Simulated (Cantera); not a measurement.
A closed system holds: 1 mol H₂S, 1.2 mol H₂O, 1.7 mol N₂, equilibrated at 0.0100 bar.

Equilibrium computed with Cantera from the NASA thermochemical tables; the gas is ideal and each condensed phase is pure. Candidate condensed phases: H₂O, H₂SO₄, S; 35 gas species. Equilibrium is a limit: real reactors are often held back by kinetics, nucleation or transport. All values below are at 1575 K.

Base state: N₂ 0.387, H₂O 0.246, H₂ 0.235, S₂ 0.0950, H₂S 0.0186, SO₂ 0.0123, SH 0.00321, SO 0.00266 (mole fractions); condensed: gas only.

Task: What changes in the equilibrium state with this change: H₂O from 1.2 to 0.58 mol?

Result: 
```tsv
species	before	after
N₂	0.387	0.453
H₂	0.235	0.253
H₂O	0.246	0.145
S₂	0.0950	0.117
SO₂	0.0123	0.00410
H₂S	0.0186	0.0222
SO	0.00266	0.00162
S₂O	0.000295	0.000200
```
